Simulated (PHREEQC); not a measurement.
Brine: an equilibrium model

Make-up at 25 °C: 1 mol H2SO4, 0.091 mol Na2SO4 and 0.37 mol KBr per kg of water. It is in equilibrium with CO2 at log p = -2 (atm). Otherwise closed; pH follows from the charge balance.

All values are PHREEQC results (Pitzer model, pitzer.dat), not measurements.

This is a speciation only: nothing precipitates in the calculation.

### Question
Predict the pH.

### Answer
pH -0.13.

### Question
In which forms is S present?

### Answer
HSO4- 79 %, SO4-2 21 % of the S.

In brines, pH and single-ion activities rest on the MacInnes convention.
